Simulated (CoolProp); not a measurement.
A single-stage vapour-compression cycle with the fluid: evaporating at 292.15 K (dew point), condensing at 335.15 K (bubble point), superheat 10 K, subcooling 8 K, compressor efficiency 0.7, no pressure losses. The same conditions are run with several fluids, on thermodynamics alone (safety and materials aside).

Computed with CoolProp (reference Helmholtz-energy equation of state of each fluid (C3F8 (R218): Lemmon 2006; R507A: Lemmon 2003; R236FA: Pan 2012; vinyl chloride: Thol 2022; R407C: Lemmon 2003; tetrahydrofuran: Fiedler 2023)). Blends and air are pseudo-pure fits.

Problem. Rank C3F8 (R218), R507A, R236FA, vinyl chloride, R407C, tetrahydrofuran by cooling COP, highest first.

Solution. tetrahydrofuran (4.41), vinyl chloride (4.22), R236FA (4.02), R507A (3.36), R407C (3.28), C3F8 (R218) (3.08)

```tsv
fluid	pressure ratio	discharge temperature (K)	refrigerating effect (kJ/kg)	volumetric capacity (kJ/m³)
C3F8 (R218)	2.89	339.9	46.1	3080
R507A	2.82	355.6	98.3	5250
R236FA	3.63	344.0	113	1630
vinyl chloride	3.18	381.3	282	2450
R407C	3.38	370.9	145	4960
tetrahydrofuran	5.39	376.8	399	190
```
